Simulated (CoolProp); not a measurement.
The numbers come from the reference Helmholtz-energy equation of state, Lemmon 2006 in CoolProp. It is a short technical equation, of lower accuracy than the large ones.

Question: Give the vapour pressure (kPa), liquid density (kg/m³), liquid cp (kJ/(kg K)) of saturated isohexane at -40.05, 35.65 °C.

Answer: 
| T (°C) | p (kPa) | liquid density (kg/m³) | liquid cp (kJ/(kg K)) |
|---|---|---|---|
| -40.05 | 0.763 | 706 | 1.95 |
| 35.65 | 43.1 | 639 | 2.29 |
